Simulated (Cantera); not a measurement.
A closed system holds: 1 mol B, a varied amount of H₂O, held at 1498.15 K and 13.3 mbar.

Method: chemical equilibrium by Gibbs-energy minimisation in Cantera with the NASA 1993 tables (ideal gas, pure condensed phases). Candidate condensed phases: B, B₂O₃, B₃O₃H₃, H₂O; 23 gas species. Gases not in the tables: H₃BO₃. Kinetics and transport are ignored.

Q: At 7 mol H₂O, list the 7 most abundant gas species with their mole fractions, and the condensed phases.

A: H₂O 0.668, H₂ 0.200, HBO₂ 0.131, B₂O₃ 0.000944, (HBO₂)₃ 0.000137, H 6.67e-5, HBO 2.12e-5. Condensed: gas only.
